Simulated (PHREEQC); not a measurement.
Dissolve 0.008 mol H2SeO4 and 7.2e-05 mol NaHCO3 per kg of water at 25 °C. Closed to the air; pH follows from the charge balance.

Equilibrium calculation in PHREEQC: ion-association model, wateq4f.dat.

```tsv
quantity	before	after
pH	1.91	2.00
ionic strength (mol/kgw)	0.0197	0.0149
SeO4-2 (mol/kgw)	0.00584	0.00343
HSeO4- (mol/kgw)	0.00216	0.00457
```

**Question.** Name the change that produced these shifts.
A. diluted 5-fold with water
B. temperature from 25 to 90 °C
C. NaHCO3 from 7.2e-05 to 7.92e-05 mol/kgw
D. NaHCO3 left out
E. H2SeO4 replaced by Na2SeO4 at the same molality

**Answer.** B, temperature from 25 to 90 °C

No solid was allowed to form. At this temperature some constants are extrapolated from 25 °C, and those without enthalpy data are left unchanged.
